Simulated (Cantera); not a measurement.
# Ignition delay

Mixture: 4.14 % CH₄, 20.2 % O₂, 75.7 % N₂, at 550000 Pa, adiabatic and at constant pressure. Ignition delay is the time to a rise of 400 K.

Computed with Cantera and GRI-Mech 3.0 (53 species, 325 reactions).

```csv
T0 (K),delay (ms)
1273,2.42
1323,1.36
1373,0.787
1423,0.470
1473,0.290
1523,0.184
1573,0.120
1623,0.0809
1673,0.0560
1723,0.0397
```

The apparent activation energy between 1623 and 1723 K is 170 kJ/mol.
